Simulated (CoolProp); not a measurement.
A simple Rankine cycle with R113: condensing at 315.15 K, boiler at 0.271 MPa, turbine inlet 369 K, turbine efficiency 0.85, pump efficiency 0.7, no recuperator. Each further row changes one setting.

Model: reference Helmholtz-energy equation of state, Marx 1992, in CoolProp.

```
case                             thermal efficiency (%)  net work (kJ/kg)  heat in (kJ/kg)  turbine exit temperature (K)  volume ratio over the turbine
-------------------------------  ----------------------  ----------------  ---------------  ----------------------------  -----------------------------
as stated                                           8.2              14.8              181                         344.3                           3.16
turbine inlet 389 K                                 8.0        (withheld)              196                    (withheld)                           3.14
condensing temperature 307.15 K                     9.7        (withheld)              189                         338.7                           4.16
boiler pressure 0.19 MPa                            5.8              10.6              182                         352.0                     (withheld)
turbine efficiency 0.75                             7.2        (withheld)              181                         346.7                           3.18
```

Complete the blanks.


- turbine inlet 389 K, net work (kJ/kg): 15.7
- turbine inlet 389 K, turbine exit temperature (K): 364.0
- condensing temperature 307.15 K, net work (kJ/kg): 18.3
- boiler pressure 0.19 MPa, volume ratio over the turbine: 2.22
- turbine efficiency 0.75, net work (kJ/kg): 13.0
